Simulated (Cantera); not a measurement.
## Equilibrium for silicon epitaxy and polysilicon growth: SiH2Cl2 + HCl + N2

Feed: 1 mol SiH2Cl2, 0.51 mol HCl, a varied amount of N2, held at 1725 K and 3.00 mbar.

Equilibrium computed with Cantera from the NASA thermochemical tables; the gas is ideal and each condensed phase is pure. Candidate condensed phases: NH4Cl, Si, Si3N4; 28 gas species. The tables' values for SiCl3, SiCl are old estimates; treat these amounts as uncertain. Kinetics and transport are ignored.

| n(N2) (mol) | x N2 | x H2 | x SiCl2 | x HCl | x H | x SiCl3 | n Si(l) | n Si3N4(s) |
|---|---|---|---|---|---|---|---|---|
| 5.1 | 0.670 | 0.129 | 0.128 | 0.0694 | 0.00122 | 0.000964 | 0.00999 | 0 |
| 6.4 | 0.718 | 0.111 | 0.109 | 0.0592 | 0.00113 | 0.000761 | 0.00921 | 0 |
| 8.1 | 0.763 | 0.0928 | 0.0920 | 0.0497 | 0.00103 | 0.000586 | 0.00825 | 0 |
| 10 | 0.799 | 0.0786 | 0.0780 | 0.0422 | 0.000951 | 0.000458 | 0.00724 | 0 |
| 13 | 0.837 | 0.0633 | 0.0629 | 0.0343 | 0.000853 | 0.000334 | 0 | 0.00253 |
| 16 | 0.864 | 0.0529 | 0.0526 | 0.0289 | 0.000780 | 0.000258 | 0 | 0.00285 |
| 20 | 0.888 | 0.0434 | 0.0432 | 0.0240 | 0.000706 | 0.000194 | 0 | 0.00298 |
| 26 | 0.911 | 0.0342 | 0.0340 | 0.0190 | 0.000627 | 0.000137 | 0 | 0.00284 |
| 32 | 0.927 | 0.0282 | 0.0281 | 0.0158 | 0.000569 | 0.000103 | 0 | 0.00248 |
| 41 | 0.942 | 0.0223 | 0.0222 | 0.0126 | 0.000506 | 7.30e-5 | 0 | 0.00177 |
| 51 | 0.952 | 0.0181 | 0.0180 | 0.0102 | 0.000456 | 5.36e-5 | 0 | 0.000831 |
| 65 | 0.962 | 0.0143 | 0.0143 | 0.00817 | 0.000405 | 3.81e-5 | 0 | 0 |
| 81 | 0.969 | 0.0115 | 0.0115 | 0.00670 | 0.000363 | 2.80e-5 | 0 | 0 |
x: gas mole fraction; n: condensed amount in mol.

From 5.1 mol N2 to 10 mol N2 the condensed part is Si(l). From 13 mol N2 to 51 mol N2 the condensed part is Si3N4(s). From 65 mol N2 to 81 mol N2 nothing is condensed. The main Si-bearing gas is SiCl2 throughout.
